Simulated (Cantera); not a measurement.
Thermodynamics of abatement and gas-phase synthesis, feed H₂S + H₂O + O₂

A closed system holds: 1 mol H₂S, 1.2 mol H₂O, a varied amount of O₂, at 775 K and 2.20 mbar.

Equilibrium computed with Cantera from the NASA thermochemical tables; the gas is ideal and each condensed phase is pure. Candidate condensed phases: H₂O, H₂SO₄, S; 19 gas species. Gases not in the tables: S₃ to S₇. Kinetics and transport are ignored.

```json
[
 {"n(O₂) (mol)": "0.49", "log p H₂O": "-2.80", "log p O₂": "<-14", "log p SO₂": "-3.92", "log p SO₃": "-13.51", "log p H₂S": "-3.60", "log p S₂": "-3.63"},
 {"n(O₂) (mol)": "0.91", "log p H₂O": "-2.80", "log p O₂": "<-14", "log p SO₂": "-3.44", "log p SO₃": "-12.73", "log p H₂S": "-3.99", "log p S₂": "-3.83"},
 {"n(O₂) (mol)": "1.3", "log p H₂O": "-2.81", "log p O₂": "<-14", "log p SO₂": "-3.23", "log p SO₃": "-12.30", "log p H₂S": "-4.49", "log p S₂": "-4.34"},
 {"n(O₂) (mol)": "1.8", "log p H₂O": "-2.84", "log p O₂": "-4.07", "log p SO₂": "-3.36", "log p SO₃": "-3.65", "log p H₂S": "<-14", "log p S₂": "<-14"},
 {"n(O₂) (mol)": "2.2", "log p H₂O": "-2.88", "log p O₂": "-3.56", "log p SO₂": "-3.51", "log p SO₃": "-3.54", "log p H₂S": "<-14", "log p S₂": "<-14"},
 {"n(O₂) (mol)": "2.6", "log p H₂O": "-2.92", "log p O₂": "-3.34", "log p SO₂": "-3.60", "log p SO₃": "-3.53", "log p H₂S": "<-14", "log p S₂": "<-14"},
 {"n(O₂) (mol)": "3", "log p H₂O": "-2.96", "log p O₂": "-3.22", "log p SO₂": "-3.68", "log p SO₃": "-3.54", "log p H₂S": "<-14", "log p S₂": "<-14"},
 {"n(O₂) (mol)": "3.5", "log p H₂O": "-3.01", "log p O₂": "-3.12", "log p SO₂": "-3.75", "log p SO₃": "-3.57", "log p H₂S": "<-14", "log p S₂": "<-14"},
 {"n(O₂) (mol)": "3.9", "log p H₂O": "-3.04", "log p O₂": "-3.06", "log p SO₂": "-3.80", "log p SO₃": "-3.59", "log p H₂S": "<-14", "log p S₂": "<-14"}
]
```
log p: log10 of the partial pressure in bar; nothing condenses.

From 0.49 mol O₂ to 3.9 mol O₂ nothing is condensed.
